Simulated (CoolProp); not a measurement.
Saturation properties of tetrahydrofuran (Tc = 540.2 K, pc = 53.04 bar, ω = 0.234).

The numbers come from the reference Helmholtz-energy equation of state, Fiedler 2023 in CoolProp.

```csv
T (K),p (bar),liquid density (kg/m³),vapour density (kg/m³),enthalpy of vaporisation (kJ/kg),liquid cp (kJ/(kg K))
392.8,[?],770.0,10.62,372.6,2.125
405.2,5.822,753.5,13.87,361.1,2.187
417.6,7.547,736.4,17.86,348.8,[?]
430,[?],718.6,22.74,335.6,2.323
442.4,12.11,699.8,28.70,[?],2.400
454.7,15.01,679.9,35.91,305.8,2.486
467.1,18.43,658.4,44.84,288.6,2.589
479.5,22.40,634.9,55.95,269.2,[?]
```

**Question.** Some entries are withheld; supply them.

**Answer.** 
- 392.8, p (bar): 4.411
- 417.6, liquid cp (kJ/(kg K)): 2.252
- 430, p (bar): 9.628
- 442.4, enthalpy of vaporisation (kJ/kg): 321.3
- 479.5, liquid cp (kJ/(kg K)): 2.717

It boils at 339.1 K under 1 atm.
